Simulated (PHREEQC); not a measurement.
Alkaline etch or developer: speciation

Solution (25 °C): 0.13 mol/kgw NaOH, 0.053 mol/kgw NaAlO2 and 5.4e-05 mol/kgw Na2CO3. Closed to the air; pH follows from the charge balance.

All values are PHREEQC results (ion-association model, phreeqc.dat), not measurements.

Precipitation was switched off in this run.

What pH does the model give?

pH 12.96.

In which forms is C present?

NaCO3- 52 %, CO3-2 48 % of the C.

The solution is supersaturated, for example in Gibbsite (slow to form), so a real one may precipitate; this is no full list. Species that the database lacks are ignored.
